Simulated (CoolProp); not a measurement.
Vapour-liquid equilibrium of CH2F2 (R32) (1) + R134a (2) at 0.0302 bar; x and y are mole fractions of (1).

The numbers come from the multi-fluid Helmholtz-energy mixture model, Tillner-Roth 1997 and Tillner-Roth 1994; pair parameters Lemmon 2004 in CoolProp.

| x | bubble temperature (K) | y at the bubble point | dew temperature at overall composition x (K) | liquid density (mol/L) |
|---|---|---|---|---|
| 0.05 | 188.3 | 0.238 | 190.3 | 15.42 |
| 0.15 | 184.3 | 0.520 | … | 16.18 |
| 0.25 | 181.4 | 0.677 | 188.1 | … |
| 0.35 | 179.1 | 0.774 | 186.8 | 17.83 |
| 0.45 | 177.2 | 0.840 | 185.4 | 18.75 |
| 0.55 | … | 0.887 | 183.8 | … |
| 0.65 | 174.3 | 0.922 | 181.9 | 20.87 |
| 0.75 | 173.1 | 0.950 | … | 22.09 |
| 0.85 | 172.0 | 0.973 | 176.9 | 23.46 |
| 0.95 | 171.1 | 0.992 | 173.1 | 25.01 |

Task: Fill in the missing entries.

Result: 
- 0.15, dew temperature at overall composition x (K): 189.3
- 0.25, liquid density (mol/L): 16.98
- 0.55, bubble temperature (K): 175.6
- 0.55, liquid density (mol/L): 19.76
- 0.75, dew temperature at overall composition x (K): 179.7

No azeotrope shows between x = 0.05 and 0.95.

Pair parameters are fitted to limited data, so mixtures are less certain than the pure fluids.
